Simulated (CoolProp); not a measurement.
Values from CoolProp's reference Helmholtz-energy equation of state, Gao 2016.

Q: For sulfur dioxide, give the phase and the Z, cp (kJ/(kg K)), cv (kJ/(kg K)), isothermal compressibility (1/MPa) at 186.85 °C and 4.67 MPa.

A: 
- 186.85 °C and 4.67 MPa: gas; Z 0.817, cp 0.986, cv 0.654, isothermal compressibility 0.269
